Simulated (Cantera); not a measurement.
**Boron, boron nitride and boron oxide: B2O3 + N2**

Charge: 1 mol B2O3, 1 mol N2, held at 7.28 Torr.

These are equilibrium values from Cantera (NASA tables, ideal gas, pure condensed phases), not measurements of a reactor. Candidate condensed phases: B, BN, B2O3; 17 gas species. Kinetics and transport are ignored.

| T (K) | x N2 | x B2O3 | x BO | x BO2 | x B2O2 | x O | x NO | x O2 | n B2O3(l) |
|---|---|---|---|---|---|---|---|---|---|
| 1125 | 1.00 | 6.87e-8 | <1e-12 | 4.97e-11 | <1e-12 | <1e-12 | 2.35e-10 | <1e-12 | 1.00 |
| 1225 | 1.000 | 2.11e-6 | 1.19e-10 | 3.89e-10 | 1.53e-11 | <1e-12 | 9.78e-11 | <1e-12 | 1.000 |
| 1325 | 1.000 | 3.78e-5 | 6.06e-9 | 8.07e-9 | 1.43e-9 | 1.52e-12 | 6.21e-10 | <1e-12 | 1.000 |
| 1425 | 1.000 | 0.000443 | 1.16e-7 | 1.63e-7 | 3.05e-8 | 4.74e-11 | 6.88e-9 | 1.13e-11 | 1.000 |
| 1525 | 0.996 | 0.00370 | 1.49e-6 | 2.22e-6 | 4.23e-7 | 9.57e-10 | 5.64e-8 | 2.77e-10 | 0.996 |
| 1625 | 0.977 | 0.0235 | 1.39e-5 | 2.16e-5 | 4.24e-6 | 1.32e-8 | 3.49e-7 | 4.45e-9 | 0.976 |
| 1725 | 0.881 | 0.119 | 9.94e-5 | 0.000160 | 3.24e-5 | 1.33e-7 | 1.66e-6 | 5.11e-8 | 0.865 |
| 1825 | 0.501 | 0.498 | 0.000570 | 0.000949 | 0.000196 | 1.04e-6 | 5.25e-6 | 4.46e-7 | 0.00371 |
| 1925 | 0.499 | 0.497 | 0.00159 | 0.00221 | 0.000336 | 5.35e-6 | 1.54e-5 | 2.05e-6 | 0 |
| 2025 | 0.498 | 0.493 | 0.00391 | 0.00479 | 0.000524 | 2.41e-5 | 4.18e-5 | 8.65e-6 | 0 |
| 2125 | 0.495 | 0.485 | 0.00873 | 0.00972 | 0.000763 | 9.64e-5 | 0.000105 | 3.30e-5 | 0 |
| 2225 | 0.491 | 0.471 | 0.0179 | 0.0184 | 0.00105 | 0.000341 | 0.000244 | 0.000113 | 0 |
| 2325 | 0.482 | 0.448 | 0.0342 | 0.0324 | 0.00139 | 0.00108 | 0.000521 | 0.000342 | 0 |
x: gas mole fraction; n: condensed amount in mol.

From 1125 K to 1825 K the condensed part is B2O3(l). From 1925 K to 2325 K nothing is condensed. The main B-bearing gas is B2O3 throughout.
